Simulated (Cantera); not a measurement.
Cantera run, input and output.

```python
import numpy as np
import cantera as ct

gas = ct.Solution("gri30.yaml")


def delay(T, t_max=10):
    gas.TPX = T, 36000, {'H2': 1, 'O2': 0.505, 'N2': 1.9}
    reactor = ct.IdealGasConstPressureReactor(gas, clone=False)
    net = ct.ReactorNet([reactor])
    net.rtol, net.atol = 1e-8, 1e-16
    while net.time < t_max:
        t_old, T_old = net.time, reactor.T
        net.step()
        if reactor.T > T + 400:  # ignition: a rise of 400 K
            return t_old + (T + 400 - T_old) / (reactor.T - T_old) * (net.time - t_old)
    return np.nan


taus = []
for T in [1000, 1075, 1150, 1225, 1300, 1375, 1450]:
    taus.append(delay(T))
    print(f"T0 = {T:6g} K   tau = {taus[-1]:.4e} s")
```

It prints:

```
T0 =   1000 K   tau = 4.7977e-04 s
T0 =   1075 K   tau = 2.6725e-04 s
T0 =   1150 K   tau = 1.7452e-04 s
T0 =   1225 K   tau = 1.2737e-04 s
T0 =   1300 K   tau = 1.0201e-04 s
T0 =   1375 K   tau = 8.8595e-05 s
T0 =   1450 K   tau = 8.2439e-05 s
```

Cantera simulation using GRI-Mech 3.0 (53 species, 325 reactions); the numbers are that mechanism's predictions, not measurements. Where the delays flatten at high temperature, the 400 K rule measures the pace of heat release, not the induction time.
